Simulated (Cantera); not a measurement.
Cantera run, input and output.

```python
import numpy as np
import cantera as ct

gas = ct.Solution("gri30.yaml")
gas.TPX = 1325, 13332, {'CO': 0.0083, 'O2': 0.045, 'H2O': 0.0011, 'N2': 1}
reactor = ct.IdealGasConstPressureReactor(gas, energy="off", clone=False)
net = ct.ReactorNet([reactor])
net.rtol, net.atol = 1e-08, 1e-18
show = ['CO', 'O2', 'H2O', 'CO2', 'NO', 'N2O', 'OH']
times = np.geomspace(0.0007, 200, 13)

steps = ct.SolutionArray(gas, extra=["t"])
rows = []
print(f"{'t/s':>10s}{'T/K':>9s}{'P/Pa':>11s}" + "".join(f"{s:>11s}" for s in show))
for t in times:
    while net.time < t:
        t_next = net.step()
        steps.append(gas.state, t=t_next)
    rows.append([np.interp(t, steps.t, y) for y in (steps.T, steps.P, *steps(*show).X.T)])
    print(f"{t:10.3e}{rows[-1][0]:9.1f}{rows[-1][1]:11.4g}" + "".join(f"{x:11.3e}" for x in rows[-1][2:]))
rate = np.gradient(steps.T, steps.t)
print("integrator steps:", len(steps.t))
if steps.T.max() > steps.T[0] + 200:
    print(f"time of steepest temperature rise: {steps.t[rate.argmax()]:.4e} s")
gas.TPX = 1325, 13332, {'CO': 0.0083, 'O2': 0.045, 'H2O': 0.0011, 'N2': 1}
gas.equilibrate("TP")
print(f"equilibrium (TP): T = {gas.T:.1f} K  " + "  ".join(f"{s} {gas[s].X[0]:.3e}" for s in show))
```

Result:

```
       t/s      T/K       P/Pa         CO         O2        H2O        CO2         NO        N2O         OH
 7.000e-04   1325.0  1.333e+04  7.872e-03  4.268e-02  1.043e-03  9.521e-09  2.754e-16  6.270e-14  2.977e-10
 1.994e-03   1325.0  1.333e+04  7.872e-03  4.268e-02  1.043e-03  3.123e-08  2.379e-15  4.277e-13  2.327e-09
 5.681e-03   1325.0  1.333e+04  7.872e-03  4.268e-02  1.043e-03  2.103e-07  3.035e-14  4.910e-12  2.805e-08
 1.618e-02   1325.0  1.333e+04  7.847e-03  4.265e-02  1.041e-03  2.468e-05  4.606e-12  6.397e-10  3.604e-06
 4.610e-02   1325.0  1.333e+04  2.563e-03  3.889e-02  7.615e-04  5.317e-03  3.320e-07  1.550e-07  1.641e-04
 1.313e-01   1325.0  1.333e+04  1.759e-04  3.875e-02  9.870e-04  7.724e-03  1.083e-06  2.075e-07  7.944e-05
 3.742e-01   1325.0  1.333e+04  1.809e-05  3.887e-02  1.033e-03  7.884e-03  1.185e-06  2.552e-07  2.613e-05
 1.066e+00   1325.0  1.333e+04  2.148e-06  3.889e-02  1.042e-03  7.901e-03  1.215e-06  2.340e-07  9.708e-06
 3.037e+00   1325.0  1.333e+04  3.090e-07  3.889e-02  1.045e-03  7.903e-03  1.226e-06  1.373e-07  4.220e-06
 8.651e+00   1325.0  1.333e+04  6.778e-08  3.889e-02  1.046e-03  7.903e-03  1.229e-06  3.129e-08  2.242e-06
 2.464e+01   1325.0  1.333e+04  3.026e-08  3.889e-02  1.047e-03  7.903e-03  1.230e-06  6.572e-09  1.610e-06
 7.021e+01   1325.0  1.333e+04  2.761e-08  3.889e-02  1.047e-03  7.903e-03  1.231e-06  5.795e-09  1.554e-06
 2.000e+02   1325.0  1.333e+04  2.761e-08  3.889e-02  1.047e-03  7.903e-03  1.234e-06  5.794e-09  1.554e-06
integrator steps: 1707
equilibrium (TP): T = 1325.0 K  CO 2.765e-08  O2 3.878e-02  H2O 1.047e-03  CO2 7.903e-03  NO 2.205e-04  N2O 5.799e-09  OH 1.553e-06
```

Cantera simulation using GRI-Mech 3.0 (53 species, 325 reactions); the numbers are that mechanism's predictions, not measurements.
